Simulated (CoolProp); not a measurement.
The fluid at 293.15 K and 0.476 MPa flows at 0.21 m/s in a round tube of 50 mm bore and 0.25 µm roughness, fully developed (64/Re and Nu = 3.66 if laminar; Colebrook and Gnielinski if turbulent). The same conditions are run with several fluids, on thermodynamics alone (safety and materials aside).

Values from CoolProp's reference Helmholtz-energy equation of state of each fluid (R404A: Lemmon 2003; R13: Platzer 1990; normal hydrogen: Leachman 2009; ethane: Bücker 2006; R410A: Lemmon 2003). The equations of Platzer and Polt are older, rougher fits. Blends and air are pseudo-pure fits.

Question: Rank R404A, R13, normal hydrogen, ethane, R410A by Reynolds number, highest first.

Answer: R404A (18100), R13 (15900), R410A (12500), ethane (6900), normal hydrogen (468)

```json
[
 {"fluid": "R404A", "Darcy friction factor": "0.0265", "pressure drop (Pa/m)": "0.245", "heat-transfer coefficient (W/(m² K))": "14.1", "mass flow (kg/h)": "31.0"},
 {"fluid": "R13", "Darcy friction factor": "0.0274", "pressure drop (Pa/m)": "0.259", "heat-transfer coefficient (W/(m² K))": "10.9", "mass flow (kg/h)": "31.8"},
 {"fluid": "normal hydrogen", "Darcy friction factor": "0.137", "pressure drop (Pa/m)": "0.0237", "heat-transfer coefficient (W/(m² K))": "13.5", "mass flow (kg/h)": "0.583"},
 {"fluid": "ethane", "Darcy friction factor": "0.0342", "pressure drop (Pa/m)": "0.0920", "heat-transfer coefficient (W/(m² K))": "9.45", "mass flow (kg/h)": "9.07"},
 {"fluid": "R410A", "Darcy friction factor": "0.0291", "pressure drop (Pa/m)": "0.196", "heat-transfer coefficient (W/(m² K))": "10.4", "mass flow (kg/h)": "22.6"}
]
```

Transport values come from each fluid's own correlations; those of R13 are estimates that may be off by 10 % or more.
